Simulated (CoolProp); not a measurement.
Carbon dioxide along the isotherm 46.95 °C: fugacity coefficient from the reference equation and from simpler models built on Tc = 31.0 °C, pc = 7377 kPa, ω = 0.224; each cubic takes its own stable root.

Computed with CoolProp (reference Helmholtz-energy equation of state, Span 1996).

| p (kPa) | phase | reference | van der Waals | Redlich-Kwong | Soave-Redlich-Kwong | Peng-Robinson |
|---|---|---|---|---|---|---|
| 4920 | gas | 0.8133 | 0.8269 | 0.8111 | 0.8155 | 0.7968 |
| 9840 | supercritical | 0.6287 | 0.6378 | 0.6242 | 0.6362 | 0.6102 |
| 14800 | supercritical | 0.4780 | 0.4988 | 0.4813 | 0.4951 | 0.4691 |
| 19700 | supercritical | 0.3993 | 0.4308 | 0.4071 | 0.4201 | 0.3937 |
| 24600 | supercritical | 0.3528 | 0.3932 | 0.3633 | 0.3756 | 0.3483 |
| 29500 | supercritical | 0.3232 | 0.3715 | 0.3355 | 0.3473 | 0.3189 |
| 34400 | supercritical | 0.3035 | 0.3595 | 0.3172 | 0.3287 | ? |
| 39300 | supercritical | 0.2901 | 0.3540 | ? | 0.3164 | 0.2851 |
| 44300 | supercritical | 0.2810 | 0.3532 | 0.2970 | 0.3084 | 0.2753 |
| 49200 | supercritical | 0.2753 | 0.3560 | 0.2924 | 0.3038 | 0.2688 |
| 54100 | supercritical | 0.2720 | 0.3618 | 0.2901 | 0.3017 | 0.2646 |
| 59000 | supercritical | 0.2707 | 0.3702 | 0.2898 | 0.3015 | 0.2622 |
| 63900 | supercritical | 0.2709 | 0.3808 | 0.2911 | 0.3030 | 0.2613 |
| 68900 | supercritical | 0.2725 | 0.3939 | ? | 0.3059 | 0.2616 |
| 73800 | supercritical | 0.2752 | 0.4088 | 0.2976 | 0.3101 | 0.2630 |

**Question.** Fill in the missing entries.

**Answer.** 
- 34400, Peng-Robinson: 0.2989
- 39300, Redlich-Kwong: 0.3050
- 68900, Redlich-Kwong: 0.2938
